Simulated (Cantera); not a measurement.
Cantera run:

```python
import numpy as np
import cantera as ct

gas_names = """
    Cu CuO Cu2 H HNO HNO2 HNO3 HO2 H2 H2O H2O2 N NH NH2 NH3 NH2OH NO NO2 NO3 N2 N2H2 N2H4 N2O O OH O2 O3
""".split()
cond_names = """
    Cu(cr) Cu(L) CuO(s) CuO2H2(s) Cu2O(s) Cu2O(L) H2O(s) H2O(L)
""".split()


def load(file, names, dense=False):
    # The tables refer to 1 bar. Condensed volumes are neglected.
    table = {s.name: s for s in ct.Species.list_from_file(file)}
    out = []
    for n in names:
        d = dict(table[n].input_data)
        d["thermo"] = dict(d["thermo"], **{"reference-pressure": 1e5})
        if dense:
            d["equation-of-state"] = {"model": "constant-volume", "density": "1e6 g/cm^3"}
        out.append(ct.Species.from_dict(d))
    return out


gas = ct.Solution(thermo="ideal-gas", species=load("nasa_gas.yaml", gas_names))
cond = {s.name: ct.Solution(thermo="fixed-stoichiometry", species=[s], name=s.name)
        for s in load("nasa_condensed.yaml", cond_names, dense=True)}
atoms = {
    'CuO': {'Cu': 1, 'O': 1},
    'H2': {'H': 2},
    'N2': {'N': 2},
}
top_T = {'CuO(s)': 1390}  # K; cautious upper limits of use, not melting points


def equilibrate(T, P, feed):
    n = {}
    for name, mol in feed.items():
        for a, k in atoms[name].items():
            n[a] = n.get(a, 0.0) + k * mol
    gas.TPX = T, P, n
    mass = sum(n.values()) * gas.mean_molecular_weight
    gas.equilibrate("TP")
    valid = [c for c in cond.values() if c.min_temp <= T <= top_T.get(c.name, c.max_temp)]
    mix = ct.Mixture([(gas, mass / gas.mean_molecular_weight)] + [(c, 0.0) for c in valid])
    mix.T, mix.P = T, P
    mix.equilibrate("TP", solver="vcs", rtol=1e-11, max_steps=5000)
    return mix


results = []
feed = {'CuO': 1, 'H2': 13, 'N2': 15}  # mol
T = 1498.15  # K
P = 13332.2  # Pa
mix = equilibrate(T, P, feed)
results.append((T, P, feed, dict(zip(mix.species_names, mix.species_moles))))
print(gas.report(threshold=1e-05))
for i in range(1, mix.n_phases):
    print(f"{mix.phase(i).name:16s} {mix.phase_moles(i):12.5e} mol")
```

It prints:

```
       temperature   1498.2 K
          pressure   13332 Pa
           density   0.017679 kg/m^3
  mean mol. weight   16.517 kg/kmol
   phase of matter   gas

                          1 kg             1 kmol
                     ---------------   ---------------
          enthalpy        1.7663e+06        2.9176e+07  J
   internal energy        1.0122e+06        1.6719e+07  J
           entropy             14451        2.3869e+05  J/K
    Gibbs function       -1.9883e+07       -3.2842e+08  J
 heat capacity c_p              2069             34175  J/K
 heat capacity c_v            1565.7             25861  J/K

                      mass frac. Y      mole frac. X     chem. pot. / RT
                     ---------------   ---------------   ---------------
                Cu        0.00023003        5.9792e-05           -6.6823
                 H        1.8835e-06        3.0864e-05           -10.731
                H2          0.052302           0.42852           -21.462
               H2O          0.038949          0.035712           -51.039
                N2           0.90851           0.53567           -28.647
     [  +22 minor]         2.013e-06        1.8021e-06

Cu(L)             9.98324e-01 mol
CuO2H2(s)         0.00000e+00 mol
Cu2O(s)           0.00000e+00 mol
```

Cantera equilibrium calculation (NASA polynomials, part measured and part estimated; ideal gas, pure solids and liquids).
